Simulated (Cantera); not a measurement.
A Cantera script and its output.

```python
import numpy as np
import cantera as ct

gas = ct.Solution("gri30.yaml")
gas.TPX = 600, 380000, {'CO': 1, 'H2': 0.37, 'CH4': 0.2, 'O2': 1.14, 'N2': 4.29}
flame = ct.FreeFlame(gas, width=0.016)
flame.set_refine_criteria(ratio=3, slope=0.08, curve=0.16)
flame.transport_model = "mixture-averaged"
flame.solve(loglevel=0, auto=True)
flame.transport_model = "multicomponent"
flame.soret_enabled = True
flame.solve(loglevel=0, refine_grid=True)
z, T = flame.grid, flame.T
thick = (T[-1] - T[0]) / np.gradient(T, z).max()
show = ['CO', 'H2', 'CH4', 'C2H6', 'CH2', 'HCN']
print(f"laminar burning velocity  {flame.velocity[0] * 100:.3f} cm/s")
print(f"burnt temperature         {T[-1]:.1f} K")
print(f"thermal thickness         {thick * 1e3:.4f} mm")
print(f"grid points               {len(z)}")
z0 = z[flame.heat_release_rate.argmax()]
print(f"{'z/mm':>9s}{'T/K':>9s}{'u/(m/s)':>9s}" + "".join(f"{s:>11s}" for s in show))
rows = []
for k in (-3, -2, -1.5, -1, -0.5, -0.25, 0, 0.25, 0.5, 1, 2, 4, 8):
    zz = z0 + k * thick
    rows.append([k * thick, np.interp(zz, z, T), np.interp(zz, z, flame.velocity),
                 *(np.interp(zz, z, flame.X[gas.species_index(s)]) for s in show)])
    print(f"{rows[-1][0] * 1e3:9.3f}{rows[-1][1]:9.1f}{rows[-1][2]:9.3f}" + "".join(f"{x:11.3e}" for x in rows[-1][3:]))
```

Result:

```
laminar burning velocity  160.609 cm/s
burnt temperature         2488.3 K
thermal thickness         0.1026 mm
grid points               138
     z/mm      T/K  u/(m/s)         CO         H2        CH4       C2H6        CH2        HCN
   -0.308    600.0    1.605  1.429e-01  5.246e-02  2.858e-02  5.762e-11 -9.991e-19  6.601e-14
   -0.205    600.3    1.604  1.431e-01  5.108e-02  2.861e-02  2.562e-09 -1.143e-17  2.236e-12
   -0.154    601.1    1.603  1.434e-01  4.913e-02  2.864e-02  1.506e-08  2.042e-16  1.219e-11
   -0.103    609.3    1.617  1.441e-01  4.389e-02  2.851e-02  2.696e-07  3.907e-14  1.830e-10
   -0.051    746.1    1.961  1.437e-01  3.181e-02  2.546e-02  1.348e-05  1.563e-08  7.051e-09
   -0.026   1086.5    2.846  1.386e-01  2.441e-02  1.749e-02  5.118e-05  1.218e-06  4.275e-08
    0.000   1529.9    3.989  1.260e-01  1.622e-02  4.789e-03  1.072e-05  8.821e-06  1.492e-07
    0.026   1778.7    4.592  1.023e-01  9.421e-03  2.923e-04  4.017e-08  2.084e-06  1.401e-07
    0.051   1907.3    4.873  8.131e-02  7.475e-03  9.036e-06  4.998e-11  1.128e-07  4.414e-08
    0.103   2058.8    5.193  6.029e-02  7.108e-03  1.143e-08  5.135e-16  2.739e-10  2.728e-09
    0.205   2206.0    5.509  4.721e-02  6.047e-03  1.669e-13 -3.238e-18  9.257e-15  4.388e-11
    0.411   2328.6    5.768  3.746e-02  4.501e-03  3.942e-16  9.898e-18  7.687e-16  2.930e-11
    0.821   2417.3    5.949  2.904e-02  3.298e-03  1.462e-16  2.536e-19  3.833e-16  3.614e-11
```

Detailed kinetics in Cantera: GRI-Mech 3.0 (53 species, 325 reactions). Burning velocities carry a grid error of a few per cent, more on coarse grids.
